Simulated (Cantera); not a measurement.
Abatement and gas-phase synthesis: HBr + O2 + H2

Charge: 1 mol HBr, 4.1 mol O2, 1.1 mol H2, equilibrated at 2100 K.

Cantera equilibrium calculation (NASA polynomials, part measured and part estimated; ideal gas, pure solids and liquids). Candidate condensed phases: Br2, H2O; 12 gas species. The ideal-gas law is rough above about 30 bar. Rates play no part.

| P (Pa) | x O2 | x H2O | x Br | x O | x OH | x Br2 | x HBr | x H | x H2 |
|---|---|---|---|---|---|---|---|---|---|
| 10 | 0.463 | 0.181 | 0.150 | 0.0946 | 0.0535 | 2.53e-7 | 0.00306 | 0.0391 | 0.0158 |
| 65 | 0.516 | 0.226 | 0.157 | 0.0392 | 0.0384 | 1.81e-6 | 0.00556 | 0.0105 | 0.00731 |
| 420 | 0.541 | 0.245 | 0.158 | 0.0158 | 0.0254 | 1.18e-5 | 0.00916 | 0.00266 | 0.00305 |
| 2700 | 0.554 | 0.253 | 0.154 | 0.00630 | 0.0163 | 7.23e-5 | 0.0144 | 0.000664 | 0.00123 |
| 17000 | 0.562 | 0.255 | 0.147 | 0.00253 | 0.0104 | 0.000415 | 0.0218 | 0.000167 | 0.000489 |
| 110000 | 0.570 | 0.254 | 0.135 | 0.00100 | 0.00651 | 0.00225 | 0.0316 | 4.10e-5 | 0.000190 |
| 720000 | 0.579 | 0.253 | 0.111 | 0.000394 | 0.00409 | 0.0100 | 0.0415 | 9.96e-6 | 7.36e-5 |
| 4700000 | 0.592 | 0.258 | 0.0739 | 0.000156 | 0.00259 | 0.0290 | 0.0443 | 2.45e-6 | 2.90e-5 |
| 30000000 | 0.602 | 0.268 | 0.0390 | 6.23e-5 | 0.00167 | 0.0515 | 0.0377 | 6.18e-7 | 1.18e-5 |
x: gas mole fraction; nothing condenses.

From 0.0750 Torr to 225000 Torr nothing is condensed.
